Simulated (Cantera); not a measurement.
Gas-phase reforming

An isothermal, constant-pressure homogeneous reactor starts with CH4 : H2O : H2 = 1 : 0.87 : 1.9 (molar parts), at 2125 K and 370000 Pa.

Detailed kinetics in Cantera: GRI-Mech 3.0 (53 species, 325 reactions).

```
t (s)       x CH4    x H2O   x H2     x HO2   x CH2O       x O
--------  -------  -------  -----  --------  -------  --------
1.00e-6     0.259    0.230  0.505  3.24e-12  4.03e-6   2.15e-8
5.76e-6     0.228    0.226  0.524  2.23e-11  3.83e-5   8.48e-8
3.31e-5     0.135    0.206  0.602  2.28e-11  2.07e-5   6.15e-8
0.000191   0.0437    0.178  0.684  1.92e-11  5.95e-6   4.53e-8
0.00110    0.0159    0.136  0.732  1.18e-11  1.71e-6   3.64e-8
0.00632   0.00860   0.0602  0.787  2.17e-12  4.71e-7   1.84e-8
0.0364    0.00334   0.0102  0.824    <1e-12  2.00e-7   3.50e-9
0.210     0.00216  8.16e-5  0.831    <1e-12  1.92e-7  2.90e-11
1.21      0.00215  1.25e-5  0.831    <1e-12  1.92e-7  4.76e-12
6.95      0.00215  1.25e-5  0.831    <1e-12  1.92e-7  4.76e-12
40.0      0.00215  1.25e-5  0.831    <1e-12  1.92e-7  4.76e-12
```
x: mole fraction; the columns are a selection and need not sum to one.

Equilibrium at this temperature and pressure: CH4 0.00215, H2O 1.27e-5, H2 0.831, HO2 <1e-12, CH2O 1.92e-7, O 4.84e-12 (gas phase only).
